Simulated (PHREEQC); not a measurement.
A PHREEQC input (ion-association model, phreeqc.dat):

```
SOLUTION 1
  temp 20
  units mg/kgw
  pH 12.5
  pe 9.8
  Na 0.0834
  K 0.4
  Ca 2.23
  Mg 0.121
  Cl 1.93
  S(6) 0.611 as SO4
  Alkalinity 4.04 as HCO3
  Si 0.00309 as SiO2
  Br 0.0172
  Ba 0.0213
  B 0.00864
  Cd 0.0583
  Pb 0.552
END
USE solution 1
EQUILIBRIUM_PHASES 1
  Chalcedony 0 0
  CO2(g) -3.4 10
END
```

It stops with these messages:

```
WARNING: Maximum iterations exceeded, 100
WARNING: Maximum iterations exceeded, 100
WARNING: The program has failed to converge to a numerical solution.
ERROR:           Alkalinity has not converged. Total: 6.620878e-05	Calculated: 2.436214e-02	Residual: -2.429593e-02
ERROR: Is non-carbonate alkalinity greater than total alkalinity?
ERROR:                    B has not converged. Total: 7.992599e-07	Calculated: 7.597869e-07	Residual: 3.947303e-08
ERROR:                   Ba has not converged. Total: 1.550896e-07	Calculated: 1.257999e-07	Residual: 2.928968e-08
ERROR:                   Br has not converged. Total: 2.152583e-07	Calculated: 2.425404e-07	Residual: -2.728206e-08
ERROR:                   Ca has not converged. Total: 5.563872e-05	Calculated: 4.603434e-05	Residual: 9.604387e-06
ERROR:                   Cd has not converged. Total: 5.186833e-07	Calculated: 5.109379e-07	Residual: 7.745387e-09
ERROR:                   Cl has not converged. Total: 5.443827e-05	Calculated: 6.115521e-05	Residual: -6.716940e-06
ERROR:                    K has not converged. Total: 1.022966e-05	Calculated: 1.149855e-05	Residual: -1.268893e-06
ERROR:                   Mg has not converged. Total: 4.976966e-06	Calculated: 4.628533e-06	Residual: 3.484328e-07
ERROR:                   Na has not converged. Total: 3.627696e-06	Calculated: 4.060818e-06	Residual: -4.331220e-07
ERROR:                   Pb has not converged. Total: 2.664221e-06	Calculated: 2.200530e-06	Residual: 4.636916e-07
ERROR:                 S(6) has not converged. Total: 6.360343e-06	Calculated: 5.198223e-06	Residual: 1.162120e-06
ERROR:                   Si has not converged. Total: 5.142774e-08	Calculated: 4.755078e-08	Residual: 3.876962e-09
ERROR:                   Mu Ionic strength has not converged. 	Residual: 6.996322e-04
ERROR:               A(H2O) Activity of water has not converged. 	Residual: 4.609986e-01
ERROR: Model failed to converge for initial solution  1.
```

Problem. What went wrong, and how is it mended?

Solution. The fault: pH typed as 12.5 with the alkalinity kept. The line should read `pH 6.74` where the input has `pH 12.5`. With the mend the run ends at pH 6.99 and ionic strength 0.000205 mol/kgw.
